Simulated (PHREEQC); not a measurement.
Make-up at 20 °C: 8.2 mmol/kgw HF, 9.3 mmol/kgw NH4HF2 and 3.5 mmol/kgw H2SiF6. Closed to the air; pH follows from the charge balance.

The numbers come from PHREEQC with the ion-association model, wateq4f.dat.

Each row changes one thing in this solution. No solid was allowed to form.

```csv
case,pH,ionic strength (mol/kgw),HF (mol/kgw),F- (mol/kgw),H2F2 (mol/kgw),HF2- (mol/kgw),SI of Quartz (SiO2)
as made,2.53,0.0161,0.0187,0.00524,0.00109,0.000361,-4.86
HF left out,2.65,0.0153,0.0126,0.00460,0.000494,0.000214,…
temperature from 20 to 25 °C,2.55,0.0160,0.0191,0.00510,0.000950,0.000374,-4.59
HF from 0.0082 to 0.0041 mol/kgw,2.58,0.0157,0.0157,0.00494,0.000766,0.000286,-4.51
diluted 5-fold with water,2.86,0.00402,0.00335,0.00190,3.50e-5,2.35e-5,…
0.0002 mol/kgw Na2SO4 added,2.53,0.0166,0.0186,0.00526,0.00109,0.000362,-4.87
H2SiF6 from 0.0035 to 0.0007 mol/kgw,2.85,0.0115,0.0154,0.00894,0.000738,0.000507,-5.68
diluted 2-fold with water,2.66,0.00878,0.00923,0.00341,0.000266,0.000116,-3.54
```

Complete the blanks.


- HF left out, SI of Quartz (SiO2): -4.06
- diluted 5-fold with water, SI of Quartz (SiO2): -1.65

SiF6-2 is the database's only silicon fluoride.
